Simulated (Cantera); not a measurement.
An isothermal, constant-pressure homogeneous reactor starts with N2O : H2O = 1 : 0.026 (molar parts), at 1400 K and 1.01 bar. Integrator tolerance rtol = 1e-08.

Computed with Cantera and GRI-Mech 3.0 (53 species, 325 reactions). GRI-Mech 3.0 was tuned for natural gas; its chemistry of N2O as a main component is partial and can be far from experiment. The temperature is held fixed by assumption; the heat of reaction is taken as removed at once.

### Question
What does this change do: H2O 0.026 to 0.22 parts?

### Answer
```
quantity                                             before                                    after
----------------  -----------------------------------------  ---------------------------------------
x(N2O) at 20.0 s    2.16e-6 (gas-phase equilibrium 4.83e-8)  7.94e-7 (gas-phase equilibrium 4.03e-8)
x(H2O) at 20.0 s      0.0170 (gas-phase equilibrium 0.0170)      0.128 (gas-phase equilibrium 0.128)
x(H) at 20.0 s    5.86e-10 (gas-phase equilibrium 5.64e-10)  1.64e-9 (gas-phase equilibrium 1.59e-9)
x(NO) at 20.0 s     0.0876 (gas-phase equilibrium 0.000829)  0.0636 (gas-phase equilibrium 0.000735)
x(O2) at 20.0 s         0.283 (gas-phase equilibrium 0.327)      0.258 (gas-phase equilibrium 0.290)
x(OH) at 20.0 s     1.37e-5 (gas-phase equilibrium 1.42e-5)  3.67e-5 (gas-phase equilibrium 3.77e-5)
x(O) at 20.0 s      5.04e-7 (gas-phase equilibrium 5.41e-7)  4.81e-7 (gas-phase equilibrium 5.10e-7)
```

### Question
What does this change do: temperature 1400 to 1300 K?

### Answer
```csv
quantity,before,after
x(N2O) at 20.0 s,2.16e-6 (gas-phase equilibrium 4.83e-8),1.04e-6 (gas-phase equilibrium 2.76e-8)
x(H2O) at 20.0 s,0.0170 (gas-phase equilibrium 0.0170),0.0170 (gas-phase equilibrium 0.0170)
x(H) at 20.0 s,5.86e-10 (gas-phase equilibrium 5.64e-10),5.78e-11 (gas-phase equilibrium 5.62e-11)
x(NO) at 20.0 s,0.0876 (gas-phase equilibrium 0.000829),0.0633 (gas-phase equilibrium 0.000453)
x(O2) at 20.0 s,0.283 (gas-phase equilibrium 0.327),0.295 (gas-phase equilibrium 0.327)
x(OH) at 20.0 s,1.37e-5 (gas-phase equilibrium 1.42e-5),4.72e-6 (gas-phase equilibrium 4.84e-6)
x(O) at 20.0 s,5.04e-7 (gas-phase equilibrium 5.41e-7),9.62e-8 (gas-phase equilibrium 1.01e-7)
```
The mechanism lacks the step 2 NO + O2 → 2 NO2, which can matter for NO2 below about 1400 K.
